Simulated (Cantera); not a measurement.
What does this Cantera script print?

```python
import numpy as np
import cantera as ct

gas = ct.Solution("gri30.yaml")
gas.TPX = 1123, 180000, {'CO': 1, 'H2': 0.048, 'CH4': 0.21, 'O2': 0.429, 'N2': 1.61}
reactor = ct.IdealGasConstPressureReactor(gas, energy="on", clone=False)
net = ct.ReactorNet([reactor])
net.rtol, net.atol = 1e-08, 1e-16
show = ['CO', 'H2', 'CH4', 'N2O', 'C2H2', 'CO2']
times = np.geomspace(7e-06, 0.1, 15)

steps = ct.SolutionArray(gas, extra=["t"])
rows = []
print(f"{'t/s':>10s}{'T/K':>9s}{'P/Pa':>11s}" + "".join(f"{s:>11s}" for s in show))
for t in times:
    while net.time < t:
        t_next = net.step()
        steps.append(gas.state, t=t_next)
    rows.append([np.interp(t, steps.t, y) for y in (steps.T, steps.P, *steps(*show).X.T)])
    print(f"{t:10.3e}{rows[-1][0]:9.1f}{rows[-1][1]:11.4g}" + "".join(f"{x:11.3e}" for x in rows[-1][2:]))
rate = np.gradient(steps.T, steps.t)
print("integrator steps:", len(steps.t))
if steps.T.max() > steps.T[0] + 200:
    print(f"time of steepest temperature rise: {steps.t[rate.argmax()]:.4e} s")
gas.TPX = 1123, 180000, {'CO': 1, 'H2': 0.048, 'CH4': 0.21, 'O2': 0.429, 'N2': 1.61}
gas.equilibrate("HP")
print(f"equilibrium (HP): T = {gas.T:.1f} K  " + "  ".join(f"{s} {gas[s].X[0]:.3e}" for s in show))
```

Result:

```
       t/s      T/K       P/Pa         CO         H2        CH4        N2O       C2H2        CO2
 7.000e-06   1123.0    1.8e+05  3.033e-01  1.456e-02  6.369e-02  3.170e-15  5.611e-21  9.471e-09
 1.386e-05   1123.0    1.8e+05  3.033e-01  1.456e-02  6.369e-02  7.169e-15  2.726e-20  2.028e-08
 2.746e-05   1123.0    1.8e+05  3.033e-01  1.456e-02  6.369e-02  1.578e-14  1.237e-19  4.399e-08
 5.438e-05   1123.0    1.8e+05  3.033e-01  1.456e-02  6.369e-02  3.563e-14  5.661e-19  1.001e-07
 1.077e-04   1123.0    1.8e+05  3.033e-01  1.456e-02  6.369e-02  8.763e-14  3.149e-18  2.502e-07
 2.133e-04   1123.0    1.8e+05  3.033e-01  1.456e-02  6.369e-02  2.603e-13  4.446e-17  7.545e-07
 4.224e-04   1123.0    1.8e+05  3.033e-01  1.456e-02  6.369e-02  1.138e-12  3.845e-15  3.331e-06
 8.367e-04   1123.3    1.8e+05  3.033e-01  1.455e-02  6.366e-02  8.459e-12  1.409e-12  2.496e-05
 1.657e-03   1124.8    1.8e+05  3.032e-01  1.452e-02  6.351e-02  4.250e-11  1.165e-10  1.276e-04
 3.282e-03   1128.6    1.8e+05  3.030e-01  1.448e-02  6.314e-02  1.229e-10  2.075e-09  3.807e-04
 6.500e-03   1138.8    1.8e+05  3.026e-01  1.445e-02  6.220e-02  3.242e-10  3.003e-08  1.060e-03
 1.287e-02   1186.1    1.8e+05  3.009e-01  1.507e-02  5.798e-02  1.224e-09  1.011e-06  4.228e-03
 2.549e-02   2462.4    1.8e+05  2.687e-01  4.324e-02  2.760e-12  1.615e-08  1.230e-14  9.836e-02
 5.049e-02   2461.7    1.8e+05  2.687e-01  4.328e-02  2.784e-12  1.769e-08  1.239e-14  9.830e-02
 1.000e-01   2461.7    1.8e+05  2.687e-01  4.328e-02  2.786e-12  1.783e-08  1.240e-14  9.829e-02
integrator steps: 2262
time of steepest temperature rise: 1.5892e-02 s
equilibrium (HP): T = 2461.7 K  CO 2.687e-01  H2 4.328e-02  CH4 3.090e-12  N2O 1.783e-08  C2H2 1.315e-14  CO2 9.829e-02
```

Cantera simulation using GRI-Mech 3.0 (53 species, 325 reactions); the numbers are that mechanism's predictions, not measurements.
